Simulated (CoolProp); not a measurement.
R134a along the isobar 13.5 bar: density (kg/m³) from the reference equation and from simpler models built on Tc = 101.1 °C, pc = 40.59 bar, ω = 0.327; each cubic takes its own stable root.

Values from CoolProp's reference Helmholtz-energy equation of state, Tillner-Roth 1994.

```json
[
 {"T (°C)": "83.25", "phase": "gas", "reference": "55.22"},
 {"T (°C)": "94.15", "phase": "gas", "reference": "52.39"},
 {"T (°C)": "105.15", "phase": "gas", "reference": "49.93"},
 {"T (°C)": "116.05", "phase": "gas", "reference": "47.79"},
 {"T (°C)": "127.05", "phase": "gas", "reference": "45.87"},
 {"T (°C)": "138.05", "phase": "gas", "reference": "44.15"},
 {"T (°C)": "148.95", "phase": "gas", "reference": "42.60"},
 {"T (°C)": "159.95", "phase": "gas", "reference": "41.17"},
 {"T (°C)": "170.85", "phase": "gas", "reference": "39.87"},
 {"T (°C)": "181.85", "phase": "gas", "reference": "38.66"}
]
```

Question: How far does each simpler model (ideal gas, Redlich-Kwong, Soave-Redlich-Kwong, Peng-Robinson) lie from the reference over these 10 states: mean and median of the absolute difference, and the worst?

Answer: 
- ideal gas: mean 9.9 %, median 9.2 %, worst -15.8 % at 83.25 °C and 13.5 bar
- Redlich-Kwong: mean 0.6 %, median 0.5 %, worst -1.6 % at 83.25 °C and 13.5 bar
- Soave-Redlich-Kwong: mean 0.5 %, median 0.4 %, worst -1.0 % at 83.25 °C and 13.5 bar
- Peng-Robinson: mean 0.7 %, median 0.8 %, worst +0.9 % at 127.05 °C and 13.5 bar
